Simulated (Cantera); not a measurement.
A closed system holds: 1 mol HI, 0.46 mol O2, 0.94 mol H2, held at 4.20 mbar.

Method: chemical equilibrium by Gibbs-energy minimisation in Cantera with the NASA 1993 tables (ideal gas, pure condensed phases). Candidate condensed phases: H2O, I2; 12 gas species. Equilibrium is a limit: real reactors are often held back by kinetics, nucleation or transport.

x: gas mole fraction; nothing condenses.

```tsv
T (°C)	x H2O	x HI	x I	x H2	x I2	x H	x OH
452	0.473	0.408	0.00580	0.0632	0.0501	<1e-12	<1e-12
552	0.468	0.383	0.0269	0.0730	0.0494	3.31e-11	<1e-12
652	0.455	0.337	0.0798	0.0887	0.0389	1.20e-9	7.26e-12
752	0.436	0.267	0.162	0.113	0.0227	2.26e-8	2.33e-10
852	0.416	?	?	?	?	?	?
952	0.402	?	?	?	?	?	?
1052	0.392	0.0778	0.345	0.183	0.00171	1.08e-5	3.38e-7
1152	0.387	0.0499	0.369	0.194	0.000728	4.63e-5	2.02e-6
1252	0.383	0.0329	0.383	0.200	0.000332	0.000163	9.70e-6
1352	0.381	0.0225	0.392	0.204	0.000163	0.000492	3.87e-5
```

Fill in the missing entries.


- 852, x HI: 0.188
- 852, x I: 0.244
- 852, x H2: 0.141
- 852, x I2: 0.0103
- 852, x H: 2.58e-7
- 852, x OH: 3.96e-9
- 952, x HI: 0.122
- 952, x I: 0.306
- 952, x H2: 0.166
- 952, x I2: 0.00422
- 952, x H: 1.96e-6
- 952, x OH: 4.32e-8
